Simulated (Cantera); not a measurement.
Charge: 1 mol Si, 0.69 mol HCl, 1.1 mol H2, at 1275 °C and 4.50 bar.

These are equilibrium values from Cantera (NASA tables, ideal gas, pure condensed phases), not measurements of a reactor. Candidate condensed phases: Si; 19 gas species. The tables' values for SiCl3 are old estimates; treat these amounts as uncertain. Rates play no part.

Base state: H2 0.789, HCl 0.100, SiCl2 0.0424, SiCl4 0.0232, SiHCl3 0.0223, SiCl3 0.0187, SiH2Cl2 0.00350, SiH3Cl 0.000162 (mole fractions); condensed: Si(s).

Task: What changes in the equilibrium state with this change: pressure from 4.50 bar to 1 atm?

Result: 
```tsv
species	before	after
H2	0.789	0.766
HCl	0.100	0.125
SiCl2	0.0424	0.0675
SiHCl3	0.0223	0.00994
SiCl4	0.0232	0.0132
SiCl3	0.0187	0.0179
SiH3Cl	0.000162	4.40e-5
SiH2Cl2	0.00350	0.00122
H	1.29e-5	2.68e-5
Si(s), mol	0.814	0.810
```

Task: What changes in the equilibrium state with this change: temperature from 1275 °C to 1050 °C?

Result: 
| species | before | after |
|---|---|---|
| H2 | 0.789 | 0.837 |
| HCl | 0.100 | 0.0498 |
| SiCl4 | 0.0232 | 0.0491 |
| SiCl2 | 0.0424 | 0.00810 |
| SiCl3 | 0.0187 | 0.00853 |
| SiHCl3 | 0.0223 | 0.0419 |
| H | 1.29e-5 | 6.84e-7 |
| SiH2Cl2 | 0.00350 | 0.00512 |
| SiH3Cl | 0.000162 | 0.000177 |
| Si(s), mol | 0.814 | 0.816 |
